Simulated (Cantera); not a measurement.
**Equilibrium for metals in furnace atmospheres: Cu + CO + H₂**

Charge: 1 mol Cu, 4.6 mol CO, 1.2 mol H₂, at 1623 K.

These are equilibrium values from Cantera (NASA tables, ideal gas, pure condensed phases), not measurements of a reactor. Candidate condensed phases: C, C₆H₆, C₇H₈, C₈H₁₈, Cu, CuO, Cu(OH)₂, Cu₂O, H₂O; 113 gas species. Equilibrium is a limit: real reactors are often held back by kinetics, nucleation or transport.

| P (Pa) | x CO | x H₂ | x Cu | x CO₂ | n Cu(l) | n C(graphite) |
|---|---|---|---|---|---|---|
| 10 | 0.676 | 0.175 | 0.147 | 9.45e-8 | 0 | 0 |
| 48 | 0.701 | 0.182 | 0.116 | 2.87e-7 | 0.239 | 0 |
| 230 | 0.774 | 0.202 | 0.0241 | 9.67e-7 | 0.856 | 0 |
| 1100 | 0.789 | 0.206 | 0.00505 | 2.89e-6 | 0.971 | 0 |
| 5500 | 0.792 | 0.207 | 0.00101 | 8.94e-6 | 0.994 | 0 |
| 26000 | 0.793 | 0.207 | 0.000214 | 3.99e-5 | 0.999 | 0 |
| 130000 | 0.793 | 0.207 | 4.27e-5 | 0.000200 | 1.000 | 0.00153 |
| 620000 | 0.792 | 0.206 | 8.96e-6 | 0.000950 | 1.000 | 0.00758 |
| 3000000 | 0.788 | 0.202 | 1.85e-6 | 0.00455 | 1.000 | 0.0364 |
x: gas mole fraction; n: condensed amount in mol.

At 10.0 Pa nothing is condensed. From 48.0 Pa to 0.260 bar the condensed part is Cu(l). From 1.30 bar to 30.0 bar the condensed part is C(graphite) + Cu(l). The main Cu-bearing gas is Cu throughout.
